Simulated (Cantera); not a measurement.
**Si + HCl + H₂ (chlorosilane synthesis and conversion)**

Input: 1 mol Si, 3.6 mol HCl, 9.2 mol H₂, held at 1302 °C and 3.90 bar.

Cantera equilibrium calculation (NASA polynomials, part measured and part estimated; ideal gas, pure solids and liquids). Candidate condensed phases: Si; 19 gas species. The tables' values for SiCl₃ are old estimates; treat these amounts as uncertain. Kinetics and transport are ignored.

```
Quantity        Result
----------  ----------
x(H₂)            0.830
x(HCl)          0.0957
x(SiCl₂)        0.0374
x(SiCl₃)        0.0122
x(SiHCl₃)       0.0121
x(SiCl₄)        0.0104
x(SiH₂Cl₂)     0.00231
x(SiH₃Cl)     0.000131
x(H)           1.92e-5
n(Si(s))    0.0736 mol
gas amount   12.41 mol
```
